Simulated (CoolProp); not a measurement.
R1336mzz(Z) along the isotherm 173.75 °C: density (kg/m³) from the reference equation and from simpler models built on Tc = 171.3 °C, pc = 2.904 MPa, ω = 0.386; each cubic takes its own stable root.

Values from CoolProp's reference Helmholtz-energy equation of state, McLinden 2020.

| p (MPa) | phase | reference |
|---|---|---|
| 2.23 | gas | 150.9 |
| 4.47 | supercritical | 836.9 |
| 6.7 | supercritical | 918.7 |
| 8.93 | supercritical | 965.9 |
| 11.2 | supercritical | 1001 |
| 13.4 | supercritical | 1028 |
| 15.6 | supercritical | 1051 |
| 17.9 | supercritical | 1071 |
| 20.1 | supercritical | 1089 |
| 22.3 | supercritical | 1104 |
| 24.6 | supercritical | 1119 |
| 26.8 | supercritical | 1132 |
| 29 | supercritical | 1144 |

How far does each simpler model (ideal gas, van der Waals, Redlich-Kwong, Soave-Redlich-Kwong, Peng-Robinson) lie from the reference over these 13 states: mean and median of the absolute difference, and the worst?


- ideal gas: mean 33.9 %, median 34.5 %, worst -76.4 % at 173.75 °C and 4.47 MPa
- van der Waals: mean 30.0 %, median 31.5 %, worst -33.9 % at 173.75 °C and 4.47 MPa
- Redlich-Kwong: mean 12.4 %, median 11.8 %, worst -20.5 % at 173.75 °C and 4.47 MPa
- Soave-Redlich-Kwong: mean 12.5 %, median 12.0 %, worst -21.0 % at 173.75 °C and 4.47 MPa
- Peng-Robinson: mean 3.4 %, median 2.1 %, worst -12.5 % at 173.75 °C and 4.47 MPa
